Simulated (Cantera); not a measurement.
A perfectly stirred reactor is fed with CO : O2 : H2O : N2 = 0.021 : 0.054 : 0.0022 : 1 (molar parts), equivalence ratio 0.19, at 750 Torr; it is held at 1100 K, and followed from long to short residence time.

Model: GRI-Mech 3.0 (53 species, 325 reactions), integrated in Cantera.

Question: What does this change do: temperature 1100 to 1400 K?

Answer: 
| quantity | before | after |
|---|---|---|
| x(CO) at τ = 2.80 s | 0.000692 | 9.52e-5 |
| x(O2) at τ = 2.80 s | 0.0411 | 0.0408 |
| x(H2O) at τ = 2.80 s | 0.00206 | 0.00205 |
| x(OH) at τ = 2.80 s | 3.54e-6 | 2.82e-5 |
| x(N2O) at τ = 2.80 s | 1.34e-6 | 1.22e-6 |
| x(CO) at τ = 54.0 ms | 0.00780 | 0.00133 |
| x(O2) at τ = 54.0 ms | 0.0445 | 0.0413 |
| x(H2O) at τ = 54.0 ms | 0.00203 | 0.00200 |
| x(OH) at τ = 54.0 ms | 9.73e-6 | 9.55e-5 |
| x(N2O) at τ = 54.0 ms | 6.30e-7 | 1.50e-6 |

Question: What does this change do: 0.016 parts H2 added?

Answer: 
| quantity | before | after |
|---|---|---|
| x(CO) at τ = 2.80 s | 0.000692 | 0.000267 |
| x(O2) at τ = 2.80 s | 0.0411 | 0.0332 |
| x(H2O) at τ = 2.80 s | 0.00206 | 0.0169 |
| x(OH) at τ = 2.80 s | 3.54e-6 | 9.46e-6 |
| x(N2O) at τ = 2.80 s | 1.34e-6 | 9.50e-7 |
| x(CO) at τ = 54.0 ms | 0.00780 | 0.00286 |
| x(O2) at τ = 54.0 ms | 0.0445 | 0.0345 |
| x(H2O) at τ = 54.0 ms | 0.00203 | 0.0165 |
| x(OH) at τ = 54.0 ms | 9.73e-6 | 3.93e-5 |
| x(N2O) at τ = 54.0 ms | 6.30e-7 | 4.09e-7 |
The temperature is held fixed by assumption; the heat of reaction is taken as removed at once.
